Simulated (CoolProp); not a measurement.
R236FA along the isobar 2.63 bar: density (kg/m³) from the reference equation and from simpler models built on Tc = 398.1 K, pc = 31.91 bar, ω = 0.377; each cubic takes its own stable root.

Computed with CoolProp (reference Helmholtz-energy equation of state, Pan 2012).

```csv
T (K),phase,reference
193.5,liquid,1671
214.2,liquid,1614
234.8,liquid,1556
255.5,liquid,1496
276.1,liquid,1433
317.4,gas,16.29
338.1,gas,15.04
358.7,gas,14.02
379.4,gas,13.14
400,gas,12.38
```

Q: How far does each simpler model (van der Waals, Redlich-Kwong, Soave-Redlich-Kwong) lie from the reference over these 10 states: mean and median of the absolute difference, and the worst?

A: 
- van der Waals: mean 32.9 %, median 22.1 %, worst -98.7 % at 276.1 K and 2.63 bar
- Redlich-Kwong: mean 7.3 %, median 7.6 %, worst -14.8 % at 276.1 K and 2.63 bar
- Soave-Redlich-Kwong: mean 5.2 %, median 5.1 %, worst -11.0 % at 193.5 K and 2.63 bar

At some of these states van der Waals gives the other phase, because its saturation line lies elsewhere.
